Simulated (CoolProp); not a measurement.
Vapour-liquid equilibrium of cyclohexane (1) + n-octane (2) at 425.7 K; x and y are mole fractions of (1).

The numbers come from the multi-fluid Helmholtz-energy mixture model, Zhou 2014 and Beckmüller 2019; pair parameters Bell 2016 in CoolProp.

```
x      bubble pressure (bar)  y at the bubble point  dew pressure at overall composition x (bar)  liquid density (mol/L)
-----  ---------------------  ---------------------  -------------------------------------------  ----------------------
0.05                   2.196                  0.117                                        2.094                   5.204
0.125                  2.461                  0.266                                        2.209                   5.340
0.2                    2.731                  0.388                                        2.336                   5.482
0.275                  3.005                  0.491                                        2.479                   5.632
0.35                   3.284                  0.577                                        2.641                   5.789
0.425                  3.565                  0.652                                        2.824                   5.955
0.5                    3.850                  0.717                                        3.033                   6.130
0.575                  4.137                  0.773                                        3.275                   6.316
0.65                   4.427                  0.824                                        3.557                   6.513
0.725                  4.720                  0.868                                        3.890                   6.721
0.8                    5.015                  0.909                                        4.286                   6.944
0.875                  5.314                  0.946                                        4.766                   7.181
0.95                   5.616                  0.979                                        5.352                   7.434
```

No azeotrope shows between x = 0.05 and 0.95.

Pair parameters are fitted to limited data, so mixtures are less certain than the pure fluids.
